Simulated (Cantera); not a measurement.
A perfectly stirred reactor is fed with CH₄ : N₂ = 1 : 1.8 (molar parts), at 1.28 atm; it is held at 1750 K, and followed from long to short residence time.

Cantera simulation using GRI-Mech 3.0 (53 species, 325 reactions); the numbers are that mechanism's predictions, not measurements. GRI-Mech 3.0 stops at C3 and has no aromatics, soot or wall deposition, so with more carbon than oxygen in the feed, carbon stays in small species such as C2H2 where larger ones or solid carbon would form.

One state of this run: x CH₄ = 0.114; x HCN = 1.70e-7; x H₂ = 0.266; x C₂H₆ = 0.000148; x C₂H = 1.85e-7. x: mole fraction; the columns are a selection and need not sum to one.

Which value of τ (s) does it belong to?
(A) 0.0054
(B) 0.021
(C) 0.0027
(D) 0.64

B, 0.021
